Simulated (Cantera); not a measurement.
A closed system holds: 1 mol V₂O₃, 150 mol H₂, 1.2 mol H₂O, held at 0.460 bar.

These are equilibrium values from Cantera (NASA tables, ideal gas, pure condensed phases), not measurements of a reactor. Candidate condensed phases: H₂O, V, VO, V₂O₃, V₂O₄, V₂O₅; 12 gas species. Mutual solubility and eutectic melting of coexisting phases are not modelled. VO: taken at fixed stoichiometry. Condensed phases not in the tables: the oxides between V₂O₃ and V₂O₅ other than VO₂. The numbers say what is thermodynamically allowed, not how fast it happens.

x: gas mole fraction; n: condensed amount in mol.

```tsv
T (°C)	x H₂	x H₂O	x H	x VO₂	n V₂O₃(s)	n VO(s)	n VO(l)
1252	0.992	0.00794	3.47e-5	2.32e-9	1.00	0	0
1302	0.992	0.00794	6.10e-5	7.61e-9	1.000	0	0
1352	0.992	0.00794	[?]	[?]	1.000	0	0
1402	0.991	0.00864	0.000170	6.83e-8	0.893	0.213	0
1452	0.989	0.0107	0.000272	2.02e-7	0.582	0.837	0
1502	0.986	[?]	[?]	[?]	[?]	[?]	0
1552	0.985	0.0145	0.000644	1.35e-6	0	2.00	0
1602	0.984	0.0145	0.000959	2.79e-6	0	2.00	0
1652	0.984	0.0145	0.00140	5.54e-6	0	2.00	0
1702	0.983	0.0145	0.00200	1.06e-5	0	2.00	0
1752	0.983	0.0145	0.00281	1.96e-5	0	2.00	0
1802	0.982	0.0145	0.00389	3.43e-5	0	0	1.99
```

What belongs in the gaps?


- 1352, x H: 0.000104
- 1352, x VO₂: 2.31e-8
- 1502, x H₂O: 0.0131
- 1502, x H: 0.000424
- 1502, x VO₂: 5.62e-7
- 1502, n V₂O₃(s): 0.221
- 1502, n VO(s): 1.56
